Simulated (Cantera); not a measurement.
# CuO + CO + N₂ (carbothermic reduction)

A closed system holds: 1 mol CuO, a varied amount of CO, 0.13 mol N₂, held at 752 °C and 570 Pa.

Method: chemical equilibrium by Gibbs-energy minimisation in Cantera with the NASA 1993 tables (ideal gas, pure condensed phases). Candidate condensed phases: C, Cu, CuO, Cu₂O; 27 gas species. Mutual solubility and eutectic melting of coexisting phases are not modelled. Rates play no part.

```
n(CO) (mol)  log p CO₂  log p CO  log p N₂  log p O₂  log p NO  n Cu(s)  n Cu₂O(s)
-----------  ---------  --------  --------  --------  --------  -------  ---------
0.7              -2.32     -7.40     -3.05     -9.55    -10.30    0.400      0.300
0.83             -2.31     -7.39     -3.11     -9.55    -10.33    0.660      0.170
0.99             -2.30     -7.38     -3.18     -9.55    -10.36    0.980     0.0100
1.2              -2.37     -3.07     -3.25      <-14      <-14     1.00          0
1.4              -2.43     -2.83     -3.31      <-14      <-14     1.00          0
1.6              -2.48     -2.70     -3.37      <-14      <-14     1.00          0
1.9              -2.55     -2.60     -3.44      <-14      <-14     1.00          0
2.3              -2.63     -2.52     -3.52      <-14      <-14     1.00          0
2.7              -2.70     -2.47     -3.58      <-14      <-14     1.00          0
3.2              -2.77     -2.42     -3.65      <-14      <-14     1.00          0
```
log p: log10 of the partial pressure in bar; n: condensed amount in mol.

From 0.7 mol CO to 0.99 mol CO the condensed part is Cu(s) + Cu₂O(s). From 1.2 mol CO to 3.2 mol CO the condensed part is Cu(s).
